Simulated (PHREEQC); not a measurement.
Alkaline etch or developer: an equilibrium model

Solution (25 °C): 0.016 mol NH3, 0.00072 mol Na2SiO3 and 0.0017 mol Na2CO3 per kg of water. Closed to the air; pH follows from the charge balance.

The numbers come from PHREEQC with the ion-association model, phreeqc.dat.

Each row changes one thing in this solution. Precipitation was switched off in this run.

```tsv
case	pH	ionic strength (mol/kgw)	NH4+ (mol/kgw)
as made	11.05	0.00643	0.000271
diluted 10-fold with water	10.41	0.000685	0.000106
Na2SiO3 left out	10.84	0.00508	0.000429
Na2CO3 left out	11.00	0.00174	0.000292
Na2CO3 from 0.0017 to 0.00017 mol/kgw	11.00	0.00221	0.000289
```
